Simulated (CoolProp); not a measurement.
Values from CoolProp's reference Helmholtz-energy equation of state, Lemmon 2006. It is a short technical equation, of lower accuracy than the large ones.

Problem. Give the vapour pressure (MPa), liquid cp (kJ/(kg K)), vapour Z, liquid conductivity (mW/(m K)) of saturated isopentane at 379, 386 K.

Solution. 
```tsv
T (K)	p (MPa)	liquid cp (kJ/(kg K))	vapour Z	liquid conductivity (mW/(m K))
379	0.817	2.80	0.811	77.6
386	0.943	2.86	0.791	75.5
```

Thermal conductivity comes from a separate model (Vassiliou 2015).
